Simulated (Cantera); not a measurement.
An isothermal, constant-pressure homogeneous reactor starts with 98.9 % N₂O, 1.11 % H₂O, at 1500 K and 13000 Pa.

Cantera simulation using GRI-Mech 3.0 (53 species, 325 reactions); the numbers are that mechanism's predictions, not measurements. GRI-Mech 3.0 was tuned for natural gas; its chemistry of N2O as a main component is partial and can be far from experiment. The temperature is held fixed by assumption; the heat of reaction is taken as removed at once.

x: mole fraction; the columns are a selection and need not sum to one.

```csv
t (s),x N₂O,x H₂O,x NO,x H₂O₂,x HO₂,x H₂
6.00e-6,0.989,0.0111,1.59e-6,<1e-12,5.23e-10,<1e-12
1.97e-5,0.989,0.0111,1.38e-5,2.94e-12,?,7.38e-12
6.44e-5,0.988,0.0111,8.56e-5,1.91e-10,?,5.48e-10
0.000211,0.987,0.0111,0.000356,7.11e-9,?,1.90e-8
0.000691,0.981,0.0111,0.00122,7.35e-8,?,1.97e-7
0.00226,0.963,0.0110,0.00393,5.14e-8,?,5.38e-7
0.00741,0.908,0.0108,0.0122,1.97e-8,?,4.76e-7
0.0243,0.754,0.0102,0.0354,6.81e-9,?,3.75e-7
0.0795,0.436,0.00900,0.0827,3.19e-9,?,4.16e-7
0.261,0.0985,0.00775,0.130,2.02e-9,?,5.46e-7
0.854,0.00319,0.00743,0.140,5.59e-10,?,1.64e-7
2.80,6.40e-6,0.00743,0.140,2.85e-10,3.74e-8,7.72e-8
9.16,5.55e-6,0.00743,0.139,2.85e-10,3.74e-8,7.71e-8
30.0,5.46e-6,0.00743,0.138,2.86e-10,3.74e-8,7.70e-8
```

**Question.** Some entries are withheld; supply them.

**Answer.** 
- 1.97e-5, x HO₂: 1.54e-8
- 6.44e-5, x HO₂: 3.33e-7
- 0.000211, x HO₂: 3.97e-6
- 0.000691, x HO₂: 1.48e-5
- 0.00226, x HO₂: 1.23e-5
- 0.00741, x HO₂: 6.78e-6
- 0.0243, x HO₂: 2.75e-6
- 0.0795, x HO₂: 7.64e-7
- 0.261, x HO₂: 1.43e-7
- 0.854, x HO₂: 4.09e-8
